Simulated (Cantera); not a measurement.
Equilibrium for silicon oxide and oxynitride deposition: HMDSO + O₂ + H₂

Input: 1 mol HMDSO, 0.12 mol O₂, 1.5 mol H₂, at 1.00 bar.

Cantera equilibrium calculation (NASA polynomials, part measured and part estimated; ideal gas, pure solids and liquids). Candidate condensed phases: C, C₆H₆, C₇H₈, C₈H₁₈, H₂O, Si, SiC, SiO₂; 123 gas species. The feed counts by its element totals alone. Mutual solubility and eutectic melting of coexisting phases are not modelled. The tables hold silica as quartz up to 1696 K and as liquid above; real silica turns to tridymite and cristobalite and melts near 1996 K. Equilibrium is a limit: real reactors are often held back by kinetics, nucleation or transport.

From 650 °C to 1250 °C the condensed part is C(graphite) + SiC(s) + SiO₂(β-quartz). From 1400 °C to 1700 °C the condensed part is C(graphite) + SiC(s).

| T (°C) | x H₂ | x CH₄ | x CO | x H | n C(graphite) | n SiC(s) | n SiO₂(β-quartz) |
|---|---|---|---|---|---|---|---|
| 650 | 0.837 | 0.163 | 5.88e-9 | 2.24e-10 | 3.15 | 1.38 | 0.620 |
| 800 | 0.958 | 0.0422 | 1.50e-6 | 1.37e-8 | 4.20 | 1.38 | 0.620 |
| 950 | 0.987 | 0.0130 | 9.62e-5 | 2.99e-7 | 4.48 | 1.38 | 0.619 |
| 1100 | 0.993 | 0.00496 | 0.00245 | 3.32e-6 | 4.53 | 1.39 | 0.607 |
| 1250 | 0.965 | 0.00215 | 0.0324 | 2.27e-5 | 4.07 | 1.56 | 0.444 |
| 1400 | 0.893 | 0.000968 | 0.105 | 0.000108 | 2.76 | 2.00 | 0 |
| 1550 | 0.893 | 0.000569 | 0.105 | 0.000409 | 2.76 | 1.99 | 0 |
| 1700 | 0.892 | 0.000363 | 0.105 | 0.00127 | 2.76 | 1.99 | 0 |
x: gas mole fraction; n: condensed amount in mol.
